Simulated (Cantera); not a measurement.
An isothermal, constant-pressure homogeneous reactor starts with C2H6 : N2 = 1 : 1.9 (molar parts), at 1300 K and 0.0158 atm. Integrator tolerance rtol = 1e-08.

Cantera simulation using GRI-Mech 3.0 (53 species, 325 reactions); the numbers are that mechanism's predictions, not measurements. GRI-Mech 3.0 stops at C3 and has no aromatics, soot or wall deposition, so with more carbon than oxygen in the feed, carbon stays in small species such as C2H2 where larger ones or solid carbon would form. Radical loss at walls, strong at low pressure, is not modelled.

Question: What does this change do: pressure from 0.0158 atm to 0.000987 atm?

Answer: 
```csv
quantity,before,after
x(C2H6) at 10.0 s,7.19e-6 (gas-phase equilibrium 8.38e-7),8.76e-6 (gas-phase equilibrium 3.71e-9)
x(C2H4) at 10.0 s,0.0243 (gas-phase equilibrium 0.00267),0.0750 (gas-phase equilibrium 0.000181)
x(HCN) at 10.0 s,2.06e-9 (gas-phase equilibrium 0.0926),9.10e-9 (gas-phase equilibrium 0.0935)
x(C2H) at 10.0 s,6.06e-10 (gas-phase equilibrium 9.55e-10),9.94e-10 (gas-phase equilibrium 3.88e-9)
x(CH4) at 10.0 s,0.0800 (gas-phase equilibrium 0.0155),0.122 (gas-phase equilibrium 0.00105)
x(H) at 10.0 s,2.57e-6 (gas-phase equilibrium 5.50e-6),4.72e-6 (gas-phase equilibrium 2.25e-5)
x(H2) at 10.0 s,0.306 (gas-phase equilibrium 0.390),0.230 (gas-phase equilibrium 0.407)
```

Question: What does this change do: N2 1.9 to 0.85 parts?

Answer: 
```
quantity                                              before                                     after
-----------------  -----------------------------------------  ----------------------------------------
x(C2H6) at 10.0 s    7.19e-6 (gas-phase equilibrium 8.38e-7)   1.14e-5 (gas-phase equilibrium 1.86e-6)
x(C2H4) at 10.0 s     0.0243 (gas-phase equilibrium 0.00267)    0.0303 (gas-phase equilibrium 0.00469)
x(HCN) at 10.0 s      2.06e-9 (gas-phase equilibrium 0.0926)   8.34e-10 (gas-phase equilibrium 0.0801)
x(C2H) at 10.0 s   6.06e-10 (gas-phase equilibrium 9.55e-10)  7.46e-10 (gas-phase equilibrium 1.18e-9)
x(CH4) at 10.0 s       0.0800 (gas-phase equilibrium 0.0155)      0.107 (gas-phase equilibrium 0.0259)
x(H) at 10.0 s       2.57e-6 (gas-phase equilibrium 5.50e-6)   3.15e-6 (gas-phase equilibrium 6.17e-6)
x(H2) at 10.0 s          0.306 (gas-phase equilibrium 0.390)       0.400 (gas-phase equilibrium 0.492)
```
